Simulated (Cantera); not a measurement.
An isothermal, constant-pressure homogeneous reactor starts with H₂ : O₂ = 0.34 : 1 (molar parts), equivalence ratio 0.17, at 1325 K and 3.98 Torr.

Computed with Cantera and the H2/O2 subset of GRI-Mech 3.0, which has no nitrogen chemistry. Radical loss at walls, strong at low pressure, is not modelled. The temperature is held fixed by assumption; the heat of reaction is taken as removed at once.

x: mole fraction; the columns are a selection and need not sum to one.

| t (s) | x H₂ | x O₂ | x OH | x H | x H₂O₂ |
|---|---|---|---|---|---|
| 0.000100 | 0.254 | 0.746 | 1.80e-8 | 6.01e-8 | 6.46e-11 |
| 0.000262 | 0.254 | 0.746 | 1.40e-7 | 3.69e-7 | 4.38e-10 |
| 0.000687 | 0.254 | 0.746 | 8.54e-6 | 2.16e-5 | (withheld) |
| 0.00180 | 0.0607 | 0.636 | 0.0216 | 0.0823 | (withheld) |
| 0.00471 | 0.0145 | 0.600 | 0.0166 | 0.0860 | 1.18e-7 |
| 0.0124 | 0.0138 | 0.608 | 0.0163 | 0.0775 | 1.24e-7 |
| 0.0324 | 0.0120 | 0.627 | 0.0154 | 0.0582 | (withheld) |
| 0.0848 | 0.00759 | 0.663 | 0.0126 | 0.0259 | (withheld) |
| 0.222 | 0.00221 | 0.696 | 0.00695 | 0.00372 | (withheld) |
| 0.583 | 0.000321 | 0.707 | 0.00267 | 0.000202 | (withheld) |
| 1.53 | 4.94e-5 | 0.709 | 0.00105 | 1.22e-5 | (withheld) |
| 4.00 | 1.03e-5 | 0.709 | 0.000481 | 1.17e-6 | (withheld) |

Task: Some entries are withheld; supply them.

Result: 
- 0.000687, x H₂O₂: 2.94e-9
- 0.00180, x H₂O₂: 1.85e-7
- 0.0324, x H₂O₂: 1.38e-7
- 0.0848, x H₂O₂: 1.57e-7
- 0.222, x H₂O₂: 1.28e-7
- 0.583, x H₂O₂: 5.75e-8
- 1.53, x H₂O₂: 2.08e-8
- 4.00, x H₂O₂: 7.68e-9
